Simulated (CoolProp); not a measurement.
Vapour-liquid equilibrium of n-octane (1) + m-xylene (2) at 391.7 K; x and y are mole fractions of (1).

Computed with CoolProp (multi-fluid Helmholtz-energy mixture model, Beckmüller 2019 and Zhou 2012; pair parameters Bell 2016).

```json
[
 {"x": "0.05", "bubble pressure (bar)": "0.5818", "y at the bubble point": "0.077", "dew pressure at overall composition x (bar)": "___", "liquid density (mol/L)": "7.185"},
 {"x": "0.2", "bubble pressure (bar)": "___", "y at the bubble point": "0.277", "dew pressure at overall composition x (bar)": "___", "liquid density (mol/L)": "6.848"},
 {"x": "0.35", "bubble pressure (bar)": "0.6731", "y at the bubble point": "0.445", "dew pressure at overall composition x (bar)": "0.6482", "liquid density (mol/L)": "6.536"},
 {"x": "0.5", "bubble pressure (bar)": "0.7133", "y at the bubble point": "0.591", "dew pressure at overall composition x (bar)": "0.6882", "liquid density (mol/L)": "6.245"},
 {"x": "0.65", "bubble pressure (bar)": "0.7505", "y at the bubble point": "0.723", "dew pressure at overall composition x (bar)": "___", "liquid density (mol/L)": "5.974"},
 {"x": "0.8", "bubble pressure (bar)": "0.7853", "y at the bubble point": "0.845", "dew pressure at overall composition x (bar)": "0.7725", "liquid density (mol/L)": "5.721"},
 {"x": "0.95", "bubble pressure (bar)": "0.8181", "y at the bubble point": "0.962", "dew pressure at overall composition x (bar)": "0.8148", "liquid density (mol/L)": "5.485"}
]
```

Problem. Complete the blanks.

Solution. 
- 0.05, dew pressure at overall composition x (bar): 0.5758
- 0.2, bubble pressure (bar): 0.6296
- 0.2, dew pressure at overall composition x (bar): 0.6107
- 0.65, dew pressure at overall composition x (bar): 0.7299

No azeotrope shows between x = 0.05 and 0.95.

Pair parameters are fitted to limited data, so mixtures are less certain than the pure fluids.
